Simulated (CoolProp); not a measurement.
Methanol along the isotherm 620 K: Z from the reference equation and from simpler models built on Tc = 513.4 K, pc = 82.16 bar, ω = 0.565; each cubic takes its own stable root.

Computed with CoolProp (reference Helmholtz-energy equation of state, de Reuck 1993).

```csv
p (bar),phase,reference,Redlich-Kwong,Soave-Redlich-Kwong,Peng-Robinson
51.3,gas,___,0.8726,___,0.8888
103,supercritical,0.7811,0.7338,0.8170,___
154,supercritical,0.6840,___,___,___
205,supercritical,0.5916,0.5693,0.7147,0.6726
257,supercritical,0.5401,0.5896,0.7181,0.6710
308,supercritical,0.5403,0.6315,0.7447,___
359,supercritical,0.5615,0.6810,0.7833,0.7243
411,supercritical,0.5927,0.7348,0.8290,0.7639
```

### Question
What belongs in the gaps?

### Answer

- 51.3, reference: 0.8901
- 51.3, Soave-Redlich-Kwong: 0.9063
- 103, Peng-Robinson: 0.7867
- 154, Redlich-Kwong: 0.6118
- 154, Soave-Redlich-Kwong: 0.7479
- 154, Peng-Robinson: 0.7103
- 308, Peng-Robinson: 0.6918
